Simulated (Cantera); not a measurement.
A closed system holds: 1 mol TiO₂, 1 mol CH₄, 0.87 mol CO, 5.6 mol C, at 1.05 Torr.

Equilibrium computed with Cantera from the NASA thermochemical tables; the gas is ideal and each condensed phase is pure. Candidate condensed phases: C, C₆H₆, C₇H₈, C₈H₁₈, H₂O, Ti, TiC, TiO, TiO₂, Ti₂O₃, Ti₃O₅, Ti₄O₇; 113 gas species. Mutual solubility and eutectic melting of coexisting phases are not modelled. TiC: taken at fixed stoichiometry. Kinetics and transport are ignored.

x: gas mole fraction; n: condensed amount in mol.

```tsv
T (K)	x CO	x H₂	x H	x C₂H₂ (acetylene)	x Ti	n C(graphite)	n TiC(s)	n Ti₃O₅(s)
1175	0.582	0.418	2.12e-6	2.66e-8	<1e-12	3.74	0.949	0.0171
1275	0.589	0.411	1.26e-5	1.58e-7	<1e-12	3.60	1.00	0
1375	0.589	0.411	5.87e-5	7.30e-7	<1e-12	3.60	1.00	0
1475	0.589	0.411	0.000222	2.74e-6	<1e-12	3.60	1.00	0
1575	0.589	0.410	0.000711	8.65e-6	(withheld)	3.60	1.00	0
1675	0.589	0.409	0.00199	2.38e-5	(withheld)	3.60	1.00	0
1775	0.588	0.407	0.00494	5.80e-5	(withheld)	3.60	1.00	0
1875	0.586	0.403	0.0111	0.000128	(withheld)	3.60	1.00	0
1975	0.583	0.394	0.0230	0.000256	(withheld)	3.60	1.000	0
2075	0.576	0.379	0.0438	0.000471	(withheld)	3.60	1.000	0
2175	0.566	0.355	0.0777	0.000792	(withheld)	3.59	1.000	0
2275	0.552	0.319	0.128	0.00122	(withheld)	3.59	1.000	0
2375	0.531	0.271	0.196	0.00168	(withheld)	3.58	0.999	0
2475	0.507	0.212	0.277	0.00207	(withheld)	3.57	0.995	0
```

Q: Fill in the missing entries.

A: 
- 1575, x Ti: 1.53e-11
- 1675, x Ti: 2.93e-10
- 1775, x Ti: 4.00e-9
- 1875, x Ti: 4.12e-8
- 1975, x Ti: 3.34e-7
- 2075, x Ti: 2.21e-6
- 2175, x Ti: 1.22e-5
- 2275, x Ti: 5.81e-5
- 2375, x Ti: 0.000242
- 2475, x Ti: 0.000894
